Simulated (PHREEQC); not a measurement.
A solution holds 110 mmol/kgw KNO3 and 0.035 mmol/kgw HBr, at 25 °C. Closed to the air; pH follows from the charge balance.

Computed with PHREEQC (ion-association model, phreeqc.dat).

Precipitation was switched off in this run.

### Question
Estimate the pH, density.

### Answer
pH 4.54; density 1.004 g/cm³.
